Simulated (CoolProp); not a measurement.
Vapour-liquid equilibrium of benzene (1) + n-dodecane (2) at 121.45 °C; x and y are mole fractions of (1).

Model: multi-fluid Helmholtz-energy mixture model, Thol 2012 and Lemmon 2004; pair parameters Bell 2016, in CoolProp.

```csv
x,"bubble pressure, mixture model (bar)","bubble pressure, Raoult's law (bar)","y, mixture model","y, Raoult's law"
0.05,0.1711,0.2049,0.707,0.758
0.125,0.3764,0.4339,0.876,0.895
0.2,0.6037,0.6630,0.929,0.937
0.275,0.8422,0.8920,0.953,0.958
0.35,1.083,1.121,0.967,0.970
0.425,1.322,1.350,0.976,0.978
0.5,1.554,1.579,0.982,0.983
0.575,1.782,1.808,0.986,0.988
0.65,2.007,2.037,0.989,0.991
0.725,2.232,2.266,0.992,0.994
0.8,2.461,2.495,0.995,0.996
0.875,2.697,2.724,0.997,0.998
0.95,2.941,2.953,0.999,0.999
```

The largest gap from Raoult's law is -16.5 % in bubble pressure, at x = 0.05. No azeotrope shows between x = 0.05 and 0.95.

The pair parameters rest on a limited set of measurements; away from them the model extrapolates.
